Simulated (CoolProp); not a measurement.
A simple Rankine cycle with n-perfluoropentane: condensing at 317.15 K, boiler at 1.6 MPa, turbine inlet 412.8 K, turbine efficiency 0.65, pump efficiency 0.6, no recuperator. Each further row changes one setting.

Computed with CoolProp (reference Helmholtz-energy equation of state, Gao 2022).

| case | thermal efficiency (%) | net work (kJ/kg) | heat in (kJ/kg) | turbine exit temperature (K) | volume ratio over the turbine |
|---|---|---|---|---|---|
| as stated | 7.9 | 12.2 | 153 | 378.8 | 14.4 |
| turbine inlet 432.8 K | 7.7 | 13.7 | 178 | 403.1 | 12.2 |
| condensing temperature 309.15 K | 8.6 | 13.9 | 162 | 376.4 | 18.9 |
| boiler pressure 1.12 MPa | 7.0 | 11.5 | 163 | 389.6 | 7.99 |
| turbine efficiency 0.55 | 6.6 | 10.0 | 153 | 381.0 | 14.5 |
